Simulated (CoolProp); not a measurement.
Values from CoolProp's reference Helmholtz-energy equation of state, Thol 2018.

Task: Give the vapour pressure (bar), liquid density (kg/m³), vapour density (kg/m³), enthalpy of vaporisation (kJ/kg) of saturated hydrogen chloride at -88.25, -69.65 °C.

Result: 
```json
[
 {"T (°C)": "-88.25", "p (bar)": "0.838", "liquid density (kg/m³)": "1190", "vapour density (kg/m³)": "2.04", "enthalpy of vaporisation (kJ/kg)": "447"},
 {"T (°C)": "-69.65", "p (bar)": "2.25", "liquid density (kg/m³)": "1150", "vapour density (kg/m³)": "5.11", "enthalpy of vaporisation (kJ/kg)": "427"}
]
```
